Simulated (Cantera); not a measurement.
A closed system holds: 1 mol SiCl4, 1.8 mol NO, equilibrated at 10.5 Torr.

Method: chemical equilibrium by Gibbs-energy minimisation in Cantera with the NASA 1993 tables (ideal gas, pure condensed phases). Candidate condensed phases: Si, SiO2, Si2N2O, Si3N4; 23 gas species. The tables hold silica as quartz up to 1696 K and as liquid above; real silica turns to tridymite and cristobalite and melts near 1996 K. Kinetics and transport are ignored. All values below are at 1175 K.

Base state: Cl2 0.623, N2 0.318, SiCl4 0.0353, Cl 0.0242 (mole fractions); condensed: SiO2(β-quartz).

**Question.** What changes in the equilibrium state with this change: NO from 1.8 to 28 mol?

**Answer.** 
| species | before | after |
|---|---|---|
| N2 | 0.318 | 0.481 |
| O2 | 3.46e-8 | 0.446 |
| Cl2 | 0.623 | 0.0648 |
| SiCl4 | 0.0353 | <1e-9 |
| Cl | 0.0242 | 0.00779 |
| NO | 4.14e-8 | 0.000183 |
| ClO | 2.20e-8 | 2.55e-5 |
| SiO2(β-quartz), mol | 0.900 | 1.00 |
